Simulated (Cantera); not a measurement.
Mixture: CH4 : O2 : N2 : H2O = 1 : 1.33 : 5.01 : 0.46 (molar parts), equivalence ratio 1.5, at 101000 Pa, adiabatic and at constant pressure. Ignition delay is the time to a rise of 400 K.

Computed with Cantera and GRI-Mech 3.0 (53 species, 325 reactions).

What does this change do: H2O 0.46 to 0.69 parts?


| quantity | before | after |
|---|---|---|
| delay at 1173 K | 96.8 ms | 0.103 s |
| delay at 1223 K | 48.0 ms | 51.3 ms |
| delay at 1273 K | 24.6 ms | 26.4 ms |
| delay at 1323 K | 12.9 ms | 13.9 ms |
| delay at 1373 K | 6.94 ms | 7.48 ms |
| delay at 1423 K | 3.82 ms | 4.11 ms |
| delay at 1473 K | 2.16 ms | 2.32 ms |
| apparent activation energy between 1373 and 1473 K | 200 kJ/mol | 200 kJ/mol |
